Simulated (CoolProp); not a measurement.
Model: reference Helmholtz-energy equation of state, de Reuck 1990, in CoolProp.

**Question.** For fluorine, give the phase and the cp (kJ/(kg K)), Joule-Thomson coefficient (K/MPa) at 300 K and 0.0414 MPa; 300 K and 0.156 MPa.

**Answer.** 
- 300 K and 0.0414 MPa: gas; cp 0.825, Joule-Thomson coefficient 1.88
- 300 K and 0.156 MPa: gas; cp 0.826, Joule-Thomson coefficient 1.88
